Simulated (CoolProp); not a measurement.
n-octane along the isobar 610 kPa: density (kg/m³) from the reference equation and from simpler models built on Tc = 568.7 K, pc = 2484 kPa, ω = 0.398; each cubic takes its own stable root.

The numbers come from the reference Helmholtz-energy equation of state, Beckmüller 2019 in CoolProp.

| T (K) | phase | reference | van der Waals | Redlich-Kwong | Soave-Redlich-Kwong | Peng-Robinson |
|---|---|---|---|---|---|---|
| 392.7 | liquid | 618.0 | 346.1 | 503.4 | 534.8 | 604.6 |
| 403.4 | liquid | 607.8 | 340.2 | 493.4 | 525.6 | 594.5 |
| 414.2 | liquid | 597.3 | 333.8 | 482.8 | 515.7 | 583.7 |
| 424.9 | liquid | 586.5 | 23.82 | 471.8 | 505.3 | 572.3 |
| 435.6 | liquid | 575.2 | 22.91 | 460.1 | 494.2 | 560.0 |
| 446.4 | liquid | 563.4 | 22.08 | 447.6 | 482.2 | 546.7 |
| 457.1 | liquid | 551.1 | 21.32 | 22.39 | 469.3 | 532.4 |
| 467.9 | liquid | 537.9 | 20.62 | 21.50 | 455.2 | 516.6 |
| 489.3 | gas | 20.81 | 19.38 | 20.01 | 20.40 | 20.66 |
| 500.1 | gas | 19.96 | 18.82 | 19.35 | 19.65 | 19.89 |

At some of these states van der Waals, Redlich-Kwong gives the other phase, because its saturation line lies elsewhere.
